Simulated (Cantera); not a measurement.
A freely propagating, adiabatic, planar premixed flame of 16.5 % CO, 15.1 % H2, 14.4 % O2, 54.0 % N2, unburnt at 475 K and 5.00 bar; mixture-averaged transport, grid criteria slope 0.08 and curve 0.16, no radiation.

Computed with Cantera and GRI-Mech 3.0 (53 species, 325 reactions). The hydrogen kinetics of GRI-Mech 3.0 are dated; newer H2 mechanisms differ, most at raised pressure. Burning velocities carry a grid error of a few per cent, more on coarse grids.

x: mole fraction of selected species; z is measured from the peak of heat release.

| z (mm) | T (K) | u (m/s) | x CO | x H2 | x O2 | x NO | x HO2 | x H2O2 |
|---|---|---|---|---|---|---|---|---|
| -0.217 | 475 | 2.11 | 0.165 | 0.151 | 0.144 | <1e-8 | <1e-8 | <1e-8 |
| -0.145 | 475 | 2.11 | 0.165 | 0.151 | 0.144 | <1e-8 | 1.71e-8 | <1e-8 |
| -0.109 | 475 | 2.11 | 0.165 | 0.150 | 0.144 | <1e-8 | ___ | ___ |
| -0.0724 | 477 | 2.11 | 0.166 | 0.146 | 0.145 | <1e-8 | 2.31e-6 | 4.46e-7 |
| -0.0362 | 525 | 2.27 | 0.169 | 0.125 | 0.147 | 1.33e-8 | 0.000191 | 3.11e-5 |
| -0.0181 | 804 | 3.40 | 0.167 | 0.0926 | 0.138 | 3.08e-7 | 0.000782 | 0.000119 |
| 0 | 1300 | 5.39 | 0.151 | 0.0511 | 0.104 | 2.26e-6 | 0.000318 | 3.31e-5 |
| 0.0181 | 1650 | 6.75 | 0.125 | 0.0235 | 0.0653 | 7.43e-6 | 0.000135 | 4.07e-6 |
| 0.0362 | 1848 | 7.47 | 0.103 | 0.0154 | 0.0447 | 1.40e-5 | 6.98e-5 | 2.05e-6 |
| 0.0724 | 2052 | 8.16 | 0.0785 | 0.0138 | 0.0304 | 2.53e-5 | 3.29e-5 | 1.07e-6 |
| 0.145 | 2226 | 8.74 | 0.0635 | 0.0125 | 0.0220 | 4.13e-5 | 1.59e-5 | 6.38e-7 |
| 0.290 | 2360 | 9.18 | ___ | ___ | ___ | ___ | ___ | ___ |
| 0.579 | 2453 | 9.48 | 0.0469 | 0.00823 | 0.0117 | 0.000102 | 4.58e-6 | 3.22e-7 |

What belongs in the gaps?


- -0.109, x HO2: 1.73e-7
- -0.109, x H2O2: 3.31e-8
- 0.290, x CO: 0.0544
- 0.290, x H2: 0.0101
- 0.290, x O2: 0.0162
- 0.290, x NO: 6.47e-5
- 0.290, x HO2: 8.06e-6
- 0.290, x H2O2: 4.31e-7
